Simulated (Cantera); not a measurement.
## Reactions in the system C-H-S

Standard-state values (1 bar) from the NASA 1993 polynomials, evaluated with Cantera. Values are per mole of reaction as written; species without (g) are pure solids or liquids, kept so even where they would boil at 1 bar.

2 CS₂(g) + 6 H(g) = C₂H₆(g) + 2 S₂(g)

```tsv
T (K)	ΔH° (kJ)	ΔS° (J/K)	ΔG° (kJ)	log10 K
300	-1369.1	-479.0	-1225.4	213.35
1173	-1425.9	-577.4	-748.6	33.34
1273	-1429.4	-580.3	-690.7	28.34
1373	-1432.6	-582.7	-632.6	24.07
1473	-1435.3	-584.6	-574.2	20.36
1573	-1437.7	-586.2	-515.7	17.12
```
